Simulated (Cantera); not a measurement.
A closed system holds: 1 mol SiCl4, 3.2 mol N2, held at 1575 K and 58.0 mbar.

Cantera equilibrium calculation (NASA polynomials, part measured and part estimated; ideal gas, pure solids and liquids). Candidate condensed phases: Si, Si3N4; 13 gas species. The tables' values for SiCl3 are old estimates; treat these amounts as uncertain. The numbers say what is thermodynamically allowed, not how fast it happens.

Base state: N2 0.757, SiCl4 0.231, Cl 0.00578, SiCl3 0.00552, SiCl2 0.000345, Cl2 0.000217 (mole fractions); condensed: gas only.

Problem. What changes in the equilibrium state with this change: pressure from 58.0 mbar to 13.3 mbar?

Solution. 
```csv
species,before,after
N2,0.757,0.752
SiCl4,0.231,0.223
Cl,0.00578,0.0127
SiCl3,0.00552,0.0106
SiCl2,0.000345,0.00131
Cl2,0.000217,0.000241
```
